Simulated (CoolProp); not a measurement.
Vapour-liquid equilibrium of ethane (1) + n-perfluorobutane (2) at 263.7 K; x and y are mole fractions of (1).

Computed with CoolProp (multi-fluid Helmholtz-energy mixture model, Bücker 2006 and Gao 2022; pair parameters Bell 2016).

| x | bubble pressure (bar) | y at the bubble point | dew pressure at overall composition x (bar) | liquid density (mol/L) |
|---|---|---|---|---|
| 0.05 | 2.161 | 0.654 | 0.7839 | 7.012 |
| 0.125 | 4.305 | 0.826 | 0.8521 | 7.322 |
| 0.2 | 6.298 | 0.881 | 0.9330 | 7.652 |
| 0.275 | 8.026 | 0.908 | 1.030 | 8.006 |
| 0.35 | 9.456 | 0.923 | 1.150 | 8.386 |
| 0.425 | 10.62 | 0.933 | 1.301 | 8.795 |
| 0.5 | 11.60 | 0.940 | 1.497 | 9.241 |
| 0.575 | 12.47 | 0.946 | 1.761 | 9.728 |
| 0.65 | 13.32 | 0.952 | 2.139 | 10.27 |
| 0.725 | 14.22 | 0.959 | 2.722 | 10.87 |
| 0.8 | 15.24 | 0.967 | 3.743 | 11.56 |
| 0.875 | 16.42 | 0.977 | 5.977 | 12.35 |
| 0.95 | 17.81 | 0.990 | 12.99 | 13.29 |

No azeotrope shows between x = 0.05 and 0.95.

Pair parameters are fitted to limited data, so mixtures are less certain than the pure fluids. The gap from Raoult's law changes sign with composition, which may be real or a fault of the pair parameters; it wasn't checked against measurements.
